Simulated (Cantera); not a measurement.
Input: 1 mol H2S, 2.4 mol H2O, 0.088 mol H2, equilibrated at 1350 K and 13300 Pa.

Method: chemical equilibrium by Gibbs-energy minimisation in Cantera with the NASA 1993 tables (ideal gas, pure condensed phases). Candidate condensed phases: H2O, H2SO4, S; 19 gas species. The numbers say what is thermodynamically allowed, not how fast it happens.

Base state: H2O 0.627, H2 0.172, H2S 0.130, S2 0.0646, SO2 0.00579, SH 0.000880, S2O 0.000305, SO 0.000185 (mole fractions); condensed: gas only.

What changes in the equilibrium state with this change: pressure from 13300 Pa to 490 Pa?


```csv
species,before,after
H2O,0.627,0.582
H2,0.172,0.259
S2,0.0646,0.0961
H2S,0.130,0.0458
SO2,0.00579,0.0139
H,2.70e-6,1.73e-5
S,4.10e-6,2.61e-5
```

What changes in the equilibrium state with this change: H2S replaced by HCl?


```
species    before   after
-------  --------  ------
H2O         0.627   0.688
HCl             0   0.287
H2          0.172  0.0252
H2S         0.130       0
S2         0.0646       0
SO2       0.00579       0
SH       0.000880       0
S2O      0.000305       0
SO       0.000185       0
```
